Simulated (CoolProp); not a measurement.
Computed with CoolProp (reference Helmholtz-energy equation of state, de Reuck 1993).

**Question.** Give the vapour pressure (kPa), vapour Z, liquid viscosity (µPa s), vapour viscosity (µPa s) of saturated methanol at 291, 391 K.

**Answer.** 
```csv
T (K),p (kPa),vapour Z,liquid viscosity (µPa s),vapour viscosity (µPa s)
291,11.6,0.979,604,9.40
391,603,0.872,187,12.3
```

Viscosity comes from a separate model (Xiang 2006).
